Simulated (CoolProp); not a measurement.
Diethyl ether at several states: density (kg/m³) from the reference equation and from simpler models built on Tc = 194.7 °C, pc = 3717 kPa, ω = 0.282; each cubic takes its own stable root.

Values from CoolProp's reference Helmholtz-energy equation of state, Thol 2014.

| T (°C) | p (kPa) | phase | reference | Redlich-Kwong | Peng-Robinson |
|---|---|---|---|---|---|
| 270.05 | 48.4 | gas | 0.7964 | 0.7966 | 0.7967 |
| 264.05 | 39.1 | gas | 0.6503 | 0.6504 | 0.6505 |
| 36.95 | 1180 | liquid | 695.5 | ? | ? |
| 29.15 | 360 | liquid | ? | ? | ? |
| 237.55 | 1700 | gas | 33.91 | 34.10 | ? |
| 162.25 | 202 | gas | 4.238 | 4.234 | 4.247 |

Problem. Fill in the missing entries.

Solution. 
- 36.95, Redlich-Kwong: 611.5
- 36.95, Peng-Robinson: 718.8
- 29.15, reference: 703.4
- 29.15, Redlich-Kwong: 618.6
- 29.15, Peng-Robinson: 726.6
- 237.55, Peng-Robinson: 34.39
